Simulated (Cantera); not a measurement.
What does this Cantera script print?

```python
import numpy as np
import cantera as ct

gas_names = """
    Ca CaF CaF2 CaO Ca2 F FO FO2 F2 F2O N NF NF2 NF3 NO NO2 NO3 N2 N2O O O2 O3
""".split()
cond_names = """
    Ca(a) Ca(b) Ca(L) CaF2(a) CaF2(b) CaF2(L) CaO(s) CaO(L)
""".split()


def load(file, names, dense=False):
    # The tables refer to 1 bar. Condensed volumes are neglected.
    table = {s.name: s for s in ct.Species.list_from_file(file)}
    out = []
    for n in names:
        d = dict(table[n].input_data)
        d["thermo"] = dict(d["thermo"], **{"reference-pressure": 1e5})
        if dense:
            d["equation-of-state"] = {"model": "constant-volume", "density": "1e6 g/cm^3"}
        out.append(ct.Species.from_dict(d))
    return out


gas = ct.Solution(thermo="ideal-gas", species=load("nasa_gas.yaml", gas_names))
cond = {s.name: ct.Solution(thermo="fixed-stoichiometry", species=[s], name=s.name)
        for s in load("nasa_condensed.yaml", cond_names, dense=True)}
atoms = {
    'CaO': {'Ca': 1, 'O': 1},
    'F2': {'F': 2},
    'N2': {'N': 2},
}
top_T = {}  # K; cautious upper limits of use, not melting points


def equilibrate(T, P, feed):
    n = {}
    for name, mol in feed.items():
        for a, k in atoms[name].items():
            n[a] = n.get(a, 0.0) + k * mol
    gas.TPX = T, P, n
    mass = sum(n.values()) * gas.mean_molecular_weight
    gas.equilibrate("TP")
    valid = [c for c in cond.values() if c.min_temp <= T <= top_T.get(c.name, c.max_temp)]
    mix = ct.Mixture([(gas, mass / gas.mean_molecular_weight)] + [(c, 0.0) for c in valid])
    mix.T, mix.P = T, P
    mix.equilibrate("TP", solver="vcs", rtol=1e-11, max_steps=5000)
    return mix


results = []
feed = {'CaO': 1, 'F2': 3, 'N2': 1.2}  # mol
P = 1333.22  # Pa
for T in [1648, 1673, 1698, 1723, 1748, 1773, 1798, 1823, 1848]:
    mix = equilibrate(T, P, feed)
    results.append((T, P, feed, dict(zip(mix.species_names, mix.species_moles))))

top = {s: max(r[3][s] / sum(r[3][g] for g in gas_names) for r in results) for s in gas_names}
cols = sorted((s for s in top if top[s] > 1e-06), key=lambda s: -top[s])[:7]
seen = [c for c in cond_names if any(r[3].get(c, 0) > 1e-12 for r in results)]
print("log10 of partial pressures in bar; condensed amounts in mol")
print(f"{'T/K':>10s}" + "".join(f"{s[:9]:>10s}" for s in cols + seen))
for T, P, feed, n in results:
    ng = sum(n[g] for g in gas_names)
    print(f"{T:10.4g}" + "".join(f"{np.log10(max(n[s] / ng * P / 1e5, 1e-99)):10.3f}" for s in cols)
          + "".join(f"{n.get(c, 0):10.4g}" for c in seen))
```

Output:

```
log10 of partial pressures in bar; condensed amounts in mol
       T/K         F        N2        O2      CaF2        NO         O        F2   CaF2(b)   CaF2(L)
      1648    -2.030    -2.554    -2.935    -4.432    -4.980    -6.064    -5.455    0.9841         0
      1673    -2.031    -2.554    -2.936    -4.249    -4.938    -5.944    -5.536    0.9758         0
      1698    -2.032    -2.555    -2.937    -4.075    -4.897    -5.828    -5.614         0    0.9638
      1723    -2.033    -2.557    -2.939    -3.917    -4.857    -5.715    -5.692         0    0.9478
      1748    -2.035    -2.559    -2.941    -3.764    -4.819    -5.605    -5.768         0    0.9254
      1773    -2.037    -2.561    -2.944    -3.615    -4.784    -5.499    -5.843         0    0.8944
      1798    -2.040    -2.564    -2.947    -3.471    -4.750    -5.397    -5.918         0    0.8518
      1823    -2.045    -2.569    -2.952    -3.332    -4.718    -5.298    -5.994         0    0.7935
      1848    -2.050    -2.575    -2.959    -3.196    -4.688    -5.202    -6.071         0    0.7142
```

Method: chemical equilibrium by Gibbs-energy minimisation in Cantera with the NASA 1993 tables (ideal gas, pure condensed phases).
